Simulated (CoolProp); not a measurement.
Vapour pressure (MPa) of R1234ze(Z): the reference equation beside estimates from Tc = 423.3 K, pc = 3.531 MPa, ω = 0.327. Clausius-Clapeyron is anchored at 333.2 K with a constant enthalpy of vaporisation of 20.76 kJ/mol.

The numbers come from the reference Helmholtz-energy equation of state, Akasaka 2019 in CoolProp.

| T (K) | reference | Clausius-Clapeyron | van der Waals | Redlich-Kwong | Soave-Redlich-Kwong |
|---|---|---|---|---|---|
| 322.8 | 0.3870 | 0.4066 | 1.081 | 0.6117 | 0.3911 |
| 328 | 0.4487 | 0.4596 | 1.166 | 0.6892 | 0.4542 |
| 333.2 | 0.5176 | 0.5176 | 1.256 | 0.7734 | 0.5248 |
| 338.4 | 0.5943 | 0.5808 | 1.350 | 0.8644 | 0.6033 |
| 343.6 | 0.6794 | 0.6494 | 1.448 | 0.9625 | 0.6903 |
| 348.8 | 0.7733 | 0.7237 | 1.550 | 1.068 | 0.7865 |
| 353.9 | 0.8746 | 0.8024 | 1.655 | 1.179 | 0.8902 |
| 359.1 | 0.9880 | 0.8887 | 1.766 | 1.300 | 1.006 |
| 364.3 | 1.112 | 0.9814 | 1.882 | 1.429 | 1.133 |
| 369.5 | 1.248 | 1.081 | 2.003 | 1.566 | 1.271 |
| 374.7 | 1.395 | 1.187 | 2.128 | 1.712 | 1.421 |

Absolute difference from the reference over all 11 rows, mean and median: Clausius-Clapeyron 7.2 and 6.4 %, van der Waals 106.6 and 100.4 %, Redlich-Kwong 39.0 and 38.1 %, Soave-Redlich-Kwong 1.6 and 1.7 %.
